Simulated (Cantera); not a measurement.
# Ti(OiPr)4 + O2 + H2 (titanium nitride, carbide and oxide coatings)

Feed: 1 mol Ti(OiPr)4, 0.76 mol O2, 6.9 mol H2, held at 1525 K.

These are equilibrium values from Cantera (NASA tables, ideal gas, pure condensed phases), not measurements of a reactor. Candidate condensed phases: C, C6H6, C7H8, C8H18, H2O, Ti, TiC, TiO, TiO2, Ti2O3, Ti3O5, Ti4O7; 113 gas species. The feed counts by its element totals alone. TiC: taken at fixed stoichiometry. Rates play no part.

```csv
P (Pa),log p H2,log p CO,log p H,log p CH4,log p H2O,n C(graphite),n TiC(s)
10,-4.10,-4.68,-6.68,-10.85,-11.63,5.48,1.00
63,-3.30,-3.88,-6.28,-9.25,-10.03,5.48,1.00
400,-2.50,-3.08,-5.88,-7.64,-8.42,5.48,1.00
2500,-1.70,-2.28,-5.48,-6.05,-6.83,5.48,1.00
16000,-0.90,-1.48,-5.07,-4.44,-5.22,5.47,1.00
100000,-0.10,-0.68,-4.68,-2.85,-3.62,5.45,1.00
```
log p: log10 of the partial pressure in bar; n: condensed amount in mol.

From 0.0750 Torr to 750 Torr the condensed part is C(graphite) + TiC(s).
